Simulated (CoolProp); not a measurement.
Vapour-liquid equilibrium of ethylene (1) + isobutane (2) at 219 K; x and y are mole fractions of (1).

The numbers come from the multi-fluid Helmholtz-energy mixture model, Smukala 2000 and Bücker 2006; pair parameters Bell 2016 in CoolProp.

```
x     bubble pressure, mixture model (bar)  bubble pressure, Raoult's law (bar)  y, mixture model  y, Raoult's law
----  ------------------------------------  -----------------------------------  ----------------  ---------------
0.05                                0.4861                               0.5881             0.737            0.786
0.15                                 1.234                                1.500             0.904            0.925
0.25                                 2.034                                2.411             0.947            0.959
0.35                                 2.887                                3.323             0.966            0.974
0.45                                 3.785                                4.234             0.977            0.983
0.55                                 4.720                                5.146             0.985            0.988
0.65                                 5.684                                6.058             0.990            0.992
0.75                                 6.669                                6.969             0.993            0.995
0.85                                 7.673                                7.881             0.996            0.997
0.95                                 8.707                                8.793             0.999            0.999
```

The largest gap from Raoult's law is -17.7 % in bubble pressure, at x = 0.15. No azeotrope shows between x = 0.05 and 0.95.

The pair parameters rest on a limited set of measurements; away from them the model extrapolates.
